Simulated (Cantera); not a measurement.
A closed system holds: 1 mol C₂H₄, 0.063 mol H₂O, 19 mol N₂, held at 2898 K and 10.0 mbar.

These are equilibrium values from Cantera (NASA tables, ideal gas, pure condensed phases), not measurements of a reactor. Candidate condensed phases: C, C₆H₆, C₇H₈, C₈H₁₈, H₂O; 136 gas species. Kinetics and transport are ignored.

Base state: N₂ 0.803, H 0.130, HCN 0.0170, CN 0.0159, H₂ 0.0130, C₃ 0.0101, HNC 0.00296, CO 0.00272 (mole fractions); condensed: C(graphite).

Question: What changes in the equilibrium state with this change: temperature from 2898 K to 650 K?

Answer: 
```csv
species,before,after
N₂,0.803,0.903
H₂,0.0130,0.0919
CH₄,<1e-9,0.00220
H,0.130,<1e-9
HCN,0.0170,<1e-9
CN,0.0159,<1e-9
C₃,0.0101,<1e-9
HNC,0.00296,<1e-9
C,0.00186,<1e-9
H₂O,<1e-9,0.00178
C₂,0.00101,<1e-9
C₂H,0.000880,<1e-9
"C(graphite), mol",0.204,1.93
```
